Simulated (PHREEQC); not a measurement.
Solution (25 °C): 0.046 mol/kgw HF, 0.031 mol/kgw NaF and 0.00024 mol/kgw H3PO4. Closed to the air; pH follows from the charge balance.

All values are PHREEQC results (ion-association model, phreeqc.dat), not measurements.

No solid was allowed to form.

Order these F species by the share of F that they hold, largest first: HF2-, NaF, F-, HF.

HF (53 %), F- (36 %), HF2- (11 %), NaF (0.45 %)

The pH is 2.93 and the ionic strength 0.0320 mol/kgw. Complexes and solids missing from the database can't appear.
